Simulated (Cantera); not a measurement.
**Adiabatic ignition**

An adiabatic, constant-pressure homogeneous reactor starts with 8.26 % CH4, 19.3 % O2, 72.2 % N2, 0.248 % H2O, equivalence ratio 0.86, at 1148 K and 0.247 atm.

Model: GRI-Mech 3.0 (53 species, 325 reactions), integrated in Cantera.

```tsv
t (s)	T (K)	x CH4	x O2	x CH3	x NO	x CH2	x C2H4	x C2H2
2.00e-6	1148	0.0826	0.193	1.32e-10	<1e-12	<1e-12	<1e-12	<1e-12
4.58e-6	1148	0.0826	0.193	3.02e-10	<1e-12	<1e-12	<1e-12	<1e-12
1.05e-5	1148	0.0826	0.193	6.93e-10	<1e-12	<1e-12	<1e-12	<1e-12
2.40e-5	1148	0.0826	0.193	1.59e-9	<1e-12	<1e-12	<1e-12	<1e-12
5.50e-5	1148	0.0826	0.193	3.67e-9	<1e-12	<1e-12	<1e-12	<1e-12
0.000126	1148	0.0826	0.193	8.46e-9	<1e-12	<1e-12	<1e-12	<1e-12
0.000289	1148	0.0826	0.193	1.96e-8	<1e-12	<1e-12	<1e-12	<1e-12
0.000661	1148	0.0826	0.193	4.65e-8	<1e-12	<1e-12	<1e-12	<1e-12
0.00151	1148	0.0826	0.193	1.16e-7	<1e-12	<1e-12	2.15e-12	<1e-12
0.00347	1148	0.0826	0.193	3.28e-7	<1e-12	<1e-12	3.58e-11	<1e-12
0.00794	1148	0.0826	0.193	1.15e-6	<1e-12	<1e-12	8.77e-10	<1e-12
0.0182	1148	0.0826	0.193	3.99e-6	<1e-12	<1e-12	2.73e-8	<1e-12
0.0416	1148	0.0826	0.193	6.60e-6	<1e-12	<1e-12	3.20e-7	2.09e-11
0.0953	1149	0.0824	0.192	9.69e-6	<1e-12	1.15e-12	2.18e-6	4.78e-10
0.218	1158	0.0808	0.191	2.44e-5	<1e-12	1.59e-11	4.01e-5	3.22e-8
0.500	2468	<1e-12	0.0324	<1e-12	0.00807	<1e-12	<1e-12	<1e-12
```
x: mole fraction; the columns are a selection and need not sum to one.

The time of steepest temperature rise comes out as 0.286 s. The temperature at 0.500 s comes out as 2468 K and the equilibrium temperature is 2468 K. The x(CH4) at 0.500 s comes out as <1e-12 (gas-phase equilibrium <1e-12). The x(O2) at 0.500 s is 0.0324 (gas-phase equilibrium 0.0324) and the x(CH3) at 0.500 s is <1e-12 (gas-phase equilibrium <1e-12).
